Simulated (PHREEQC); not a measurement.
NaOH is added in steps, without added water, to 1 kg of water holding 13 mmol/kgw FeCl3, 0.23 mmol/kgw CuCl2 and 0.44 mmol/kgw NaHCO3, at 25 °C. Oxygen alone is held at its pressure in air (log pO2 = -0.68). The system is closed to CO2. Only these solids could form: Fe(OH)3(a), Cu(OH)2, Malachite, Atacamite, Halite, Nahcolite, Natron.

Base run: PHREEQC, ion-association model, wateq4f.dat. Each further column changes one thing. The table gives pH.

| NaOH added (mol) | base | 0.0002 mol/kgw NiSO4 added | CuCl2 left out | no solid may form |
|---|---|---|---|---|
| 0 | 2.29 | 2.30 | 2.29 | 2.29 |
| 0.006875 | 2.63 | 2.64 | 2.63 | 2.63 |
| 0.01719 | 2.80 | 2.80 | 2.80 | … |
| 0.02406 | 2.84 | 2.85 | 2.84 | … |
| 0.03094 | 2.94 | 2.95 | 2.94 | … |
| 0.03781 | 3.47 | 3.48 | 3.47 | … |
| 0.04813 | 11.82 | 11.80 | 11.85 | … |
| 0.055 | 12.08 | 12.07 | 12.10 | … |

Q: Complete the blanks.

A: 
- 0.01719, no solid may form: 3.87
- 0.02406, no solid may form: 4.98
- 0.03094, no solid may form: 6.75
- 0.03781, no solid may form: 7.66
- 0.04813, no solid may form: 9.25
- 0.055, no solid may form: 11.24

The database's constant for dissolved Cu(OH)2 is higher than later reviews accept. The database's nickel carbonate constants are estimates that later reviews lower a good deal. The database's Ni(OH)2 is the aged solid; a fresh precipitate is more soluble.  In at least one series the solution becomes supersaturated in solids that the run did not let form, among them Fe(OH)3(a), Cu(OH)2, Malachite, Atacamite. Solids allowed in the column '0.0002 mol/kgw NiSO4 added': Fe(OH)3(a), Cu(OH)2, Malachite, Brochantite, Antlerite, Atacamite, Ni(OH)2, NiCO3, Ni4(OH)6SO4, Jarosite-Na, Halite, Mirabilite, Chalcanthite, Morenosite, Nahcolite, Natron. Solids allowed in the column 'CuCl2 left out': Fe(OH)3(a), Halite, Nahcolite, Natron.
